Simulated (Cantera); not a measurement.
Input: 1 mol AlN, 0.49 mol O2, 61 mol H2, equilibrated at 24.8 Torr.

These are equilibrium values from Cantera (NASA tables, ideal gas, pure condensed phases), not measurements of a reactor. Candidate condensed phases: Al, AlN, Al2O3, H2O; 35 gas species. Mutual solubility and eutectic melting of coexisting phases are not modelled. The tables' values for AlOH are old estimates; treat these amounts as uncertain. Condensed phases not in the tables: aluminium oxynitride. Equilibrium is a limit: real reactors are often held back by kinetics, nucleation or transport.

log p: log10 of the partial pressure in bar; n: condensed amount in mol.

```
T (°C)  log p H2  log p H  log p N2  log p Al  log p Al2O  log p AlH  n AlN(s)  n Al2O3(s)
------  --------  -------  --------  --------  ----------  ---------  --------  ----------
700        -1.48    -9.71     -3.76      <-13        <-13       <-13     0.347       0.327
850        -1.48    -8.11     -3.76      <-13        <-13       <-13     0.347       0.327
1000       -1.48    -6.89     -3.76         ?        <-13     -12.50     0.347       0.327
1150       -1.48    -5.92     -3.76         ?      -11.17     -10.06     0.347       0.327
1300       -1.48    -5.13     -3.76         ?       -8.32      -8.08     0.347       0.327
1450       -1.48    -4.48     -3.75         ?       -5.98      -6.46     0.337       0.326
1600       -1.49    -3.93     -3.57     -4.04       -4.18      -5.21         0       0.285
1750       -1.49    -3.47     -3.58     -4.01       -4.21      -5.33         0       0.285
```

What belongs in the gaps?


- 1000, log p Al: -12.30
- 1150, log p Al: -9.53
- 1300, log p Al: -7.30
- 1450, log p Al: -5.47
